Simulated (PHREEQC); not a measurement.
Consider water at 90 °C with 0.26 mol NaNO3 per kg of water. Closed to the air; pH follows from the charge balance.

All values are PHREEQC results (ion-association model, phreeqc.dat), not measurements.

No solid was allowed to form.

Problem. Predict the activity of water, specific conductance, density.

Solution. activity of water 0.991; specific conductance 66300 µS/cm; density 0.978 g/cm³.

Complexes and solids missing from the database can't appear. Away from 25 °C the constants follow the database's enthalpies or fits; those with neither stay at their 25 °C values.
